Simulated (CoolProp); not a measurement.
Vapour-liquid equilibrium of R22 (1) + R123 (2) at 0.0564 MPa; x and y are mole fractions of (1).

Values from CoolProp's multi-fluid Helmholtz-energy mixture model, Kamei 1995 and Younglove 1994; pair parameters Bell 2016.

```csv
x,bubble temperature (K),y at the bubble point,dew temperature at overall composition x (K),liquid density (mol/L)
0.05,274.4,0.410,284.6,10.14
0.15,258.1,0.760,282.1,10.80
0.25,247.5,0.881,279.4,11.42
0.35,240.3,0.933,276.4,12.02
0.45,235.1,0.959,273.0,12.63
0.55,231.2,0.974,269.1,13.26
0.65,228.2,0.983,264.5,13.93
0.75,225.7,0.989,258.7,14.64
0.85,223.5,0.994,250.8,15.41
0.95,221.5,0.998,237.1,16.24
```

No azeotrope shows between x = 0.05 and 0.95.

The pair parameters rest on a limited set of measurements; away from them the model extrapolates. The gap from Raoult's law changes sign with composition, which may be real or a fault of the pair parameters; it wasn't checked against measurements.
